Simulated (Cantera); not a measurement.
A closed system holds: 1 mol CH2F2, 0.1 mol HCl, equilibrated at 1350 K and 1.90 mbar.

These are equilibrium values from Cantera (NASA tables, ideal gas, pure condensed phases), not measurements of a reactor. Candidate condensed phases: C, C6H6, C7H8, C8H18; 118 gas species. Rates play no part.

Task: What is the equilibrium state?

Result: 
* **x(HF)**: 0.952
* **x(HCl)**: 0.0474
* **x(Cl)**: 0.000210
* **x(H2)**: 0.000105
* **n(C(graphite))**: 1.00 mol
* **gas amount**: 2.100 mol
